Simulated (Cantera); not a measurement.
Premixed flame

A freely propagating, adiabatic, planar premixed flame of 11.1 % CH3OH, 18.7 % O2, 70.2 % N2, equivalence ratio 0.89, unburnt at 675 K and 210000 Pa; mixture-averaged transport, grid criteria slope 0.08 and curve 0.16, no radiation.

Model: GRI-Mech 3.0 (53 species, 325 reactions), integrated in Cantera. GRI-Mech 3.0 was tuned for natural gas; its chemistry of methanol as a main component is partial and can be far from experiment. Burning velocities carry a grid error of a few per cent, more on coarse grids.

```
z (mm)   T (K)  u (m/s)  x CH3OH    x O2    x CH2     x NO       x O     x HO2
-------  -----  -------  -------  ------  -------  -------  --------  --------
-0.442     675     1.29    0.111   0.187    <1e-8    <1e-8     <1e-8   2.75e-7
-0.295     678     1.29    0.110   0.186    <1e-8    <1e-8     <1e-8   3.54e-6
-0.221     687     1.32    0.109   0.185    <1e-8    <1e-8     <1e-8   1.64e-5
-0.147     738     1.43    0.106   0.179    <1e-8  2.48e-8     <1e-8   9.01e-5
-0.0737   1015     2.02   0.0817   0.152    <1e-8  2.54e-7   4.67e-8  0.000679
-0.0369   1350     2.75   0.0459   0.120  7.48e-8  8.58e-7   7.83e-6   0.00203
0         1735     3.63  0.00607  0.0815  5.20e-6  2.21e-6  0.000562   0.00163
0.0369    1880     3.94  4.72e-5  0.0578  1.11e-6  4.01e-6   0.00325   6.42e-5
0.0737    1945     4.06  1.20e-7  0.0462  3.99e-8  6.15e-6   0.00463   2.44e-5
0.147     2035     4.21    <1e-8  0.0379    <1e-8  1.05e-5   0.00462   1.65e-5
0.295     2139     4.39    <1e-8  0.0327    <1e-8  1.85e-5   0.00348   1.03e-5
0.590     2237     4.57    <1e-8  0.0287    <1e-8  3.25e-5   0.00218   6.17e-6
1.18      2310     4.69    <1e-8  0.0256    <1e-8  5.63e-5   0.00130   4.12e-6
```
x: mole fraction of selected species; z is measured from the peak of heat release.

- laminar burning velocity = 128 cm/s
- thermal thickness = 0.147 mm
- peak x(CH2) = 5.72e-6
- peak x(O) = 0.00483
- peak x(HO2) = 0.00265
- grid points = 147
